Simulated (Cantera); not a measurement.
A Cantera script and its output.

```python
import numpy as np
import cantera as ct

gas = ct.Solution("h2o2.yaml")
gas.TPX = 523, 36000, {'H2': 1, 'O2': 0.2, 'N2': 0.752, 'H2O': 0.035}
flame = ct.FreeFlame(gas, width=0.082)
flame.set_refine_criteria(ratio=3, slope=0.08, curve=0.16)
flame.transport_model = "mixture-averaged"
flame.solve(loglevel=0, auto=True)
z, T = flame.grid, flame.T
thick = (T[-1] - T[0]) / np.gradient(T, z).max()
show = ['H2', 'O2', 'H', 'O', 'HO2', 'H2O2']
print(f"laminar burning velocity  {flame.velocity[0] * 100:.3f} cm/s")
print(f"burnt temperature         {T[-1]:.1f} K")
print(f"thermal thickness         {thick * 1e3:.4f} mm")
print(f"grid points               {len(z)}")
z0 = z[flame.heat_release_rate.argmax()]
print(f"{'z/mm':>9s}{'T/K':>9s}{'u/(m/s)':>9s}" + "".join(f"{s:>11s}" for s in show))
rows = []
for k in (-3, -2, -1.5, -1, -0.5, -0.25, 0, 0.25, 0.5, 1, 2, 4, 8):
    zz = z0 + k * thick
    rows.append([k * thick, np.interp(zz, z, T), np.interp(zz, z, flame.velocity),
                 *(np.interp(zz, z, flame.X[gas.species_index(s)]) for s in show)])
    print(f"{rows[-1][0] * 1e3:9.3f}{rows[-1][1]:9.1f}{rows[-1][2]:9.3f}" + "".join(f"{x:11.3e}" for x in rows[-1][3:]))
```

Output:

```
laminar burning velocity  588.869 cm/s
burnt temperature         2038.1 K
thermal thickness         1.6493 mm
grid points               140
     z/mm      T/K  u/(m/s)         H2         O2          H          O        HO2       H2O2
   -4.948    523.0    5.889  5.033e-01  1.007e-01  1.412e-16  5.772e-17  1.404e-13  6.116e-17
   -3.299    523.0    5.889  5.033e-01  1.007e-01  9.455e-13  9.129e-14  9.499e-11  5.045e-14
   -2.474    523.0    5.889  5.033e-01  1.007e-01  1.078e-10  5.840e-12  4.464e-09  2.665e-12
   -1.649    523.0    5.889  5.033e-01  1.007e-01  8.755e-08  2.113e-09  6.666e-07  9.504e-10
   -0.825    547.0    6.134  5.000e-01  1.004e-01  3.717e-04  1.334e-05  1.367e-04  3.295e-06
   -0.412    751.4    8.258  4.702e-01  9.436e-02  9.687e-03  2.143e-04  7.146e-05  3.657e-06
    0.000   1114.0   11.938  3.714e-01  5.857e-02  5.468e-02  2.244e-03  2.661e-05  3.961e-07
    0.412   1346.4   14.359  2.888e-01  1.117e-02  9.049e-02  1.695e-03  4.802e-06  2.053e-07
    0.825   1437.6   15.270  2.769e-01  1.382e-03  9.099e-02  6.774e-04  5.590e-07  1.295e-07
    1.649   1530.1   16.151  2.830e-01  2.083e-04  7.985e-02  4.970e-04  8.213e-08  1.134e-07
    3.299   1632.2   17.099  2.927e-01  1.461e-04  6.524e-02  4.067e-04  5.587e-08  8.713e-08
    6.597   1734.8   18.030  3.027e-01  9.942e-05  5.010e-02  2.866e-04  3.846e-08  5.451e-08
   13.194   1828.3   18.860  3.119e-01  5.735e-05  3.601e-02  1.705e-04  2.382e-08  2.919e-08
```

Detailed kinetics in Cantera: the H2/O2 subset of GRI-Mech 3.0, which has no nitrogen chemistry. Burning velocities carry a grid error of a few per cent, more on coarse grids.
